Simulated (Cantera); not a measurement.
Feed: 1 mol V2O5, 34 mol H2, at 1148.15 K and 1800 Torr.

Method: chemical equilibrium by Gibbs-energy minimisation in Cantera with the NASA 1993 tables (ideal gas, pure condensed phases). Candidate condensed phases: H2O, V, VO, V2O3, V2O4, V2O5; 12 gas species. Condensed phases not in the tables: the oxides between V2O3 and V2O5 other than VO2. Equilibrium is a limit: real reactors are often held back by kinetics, nucleation or transport.

Base state: H2 0.941, H2O 0.0588 (mole fractions); condensed: V2O3(s).

### Question
What changes in the equilibrium state with this change: temperature from 1148.15 K to 2198.15 K?

### Answer
```json
[
 {"species": "H2", "before": "0.941", "after": "0.927"},
 {"species": "H2O", "before": "0.0588", "after": "0.0697"},
 {"species": "H", "before": "4.50e-8", "after": "0.00346"},
 {"species": "VO2", "before": "<1e-9", "after": "0.000104"},
 {"species": "OH", "before": "<1e-9", "after": "3.63e-5"},
 {"species": "VO", "before": "<1e-9", "after": "1.06e-5"},
 {"species": "V2O3(s), mol", "before": "1.00", "after": "0.620"},
 {"species": "VO(l), mol", "before": "0", "after": "0.757"}
]
```
Mutual solubility and eutectic melting of coexisting phases are not modelled. VO: taken at fixed stoichiometry.
